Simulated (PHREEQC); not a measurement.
Model water analysis in mg/kgw, 25 °C, pH 8.48, pe 11.4:

```csv
constituent,mg/kgw
Na,7110
K,499
Ca,233
Mg,253
Cl,11200
S(6) as SO4,2070
Alkalinity as HCO3,5.55
B,3.49
```

Cl is adjusted to close the charge balance.
Valence states are taken as typed.

Computed with PHREEQC (ion-association model, phreeqc.dat).

No solid was allowed to form.

Q: What activity of water, specific conductance does the model give?

A: activity of water 0.989; specific conductance 31600 µS/cm.

Q: In which forms is B present?

A: H3BO3 79 %, H2BO3- 21 % of the B.

Species that the database lacks are ignored.
